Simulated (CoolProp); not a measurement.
Saturation properties of n-decane (Tc = 344.5 °C, pc = 21.01 bar, ω = 0.488).

Model: reference Helmholtz-energy equation of state, Lemmon 2006, in CoolProp. It is a short technical equation, of lower accuracy than the large ones.

```csv
T (°C),p (bar),liquid density (kg/m³),liquid cp (kJ/(kg K)),liquid viscosity (µPa s)
217.55,2.723,561.3,3.011,150
220.75,2.906,557.9,3.026,146
224.05,3.103,554.3,3.043,143
227.25,3.305,550.8,3.059,140
230.55,3.523,547.1,3.075,137
233.85,3.752,543.4,3.092,134
237.05,3.984,539.8,3.109,131
240.35,4.236,535.9,3.126,128
243.55,4.491,532.1,3.144,125
246.85,4.766,528.2,3.162,122
250.05,5.045,524.2,3.180,119
```

It boils at 174.1 °C under 1 atm.

Viscosity comes from a separate model (Huber 2004).
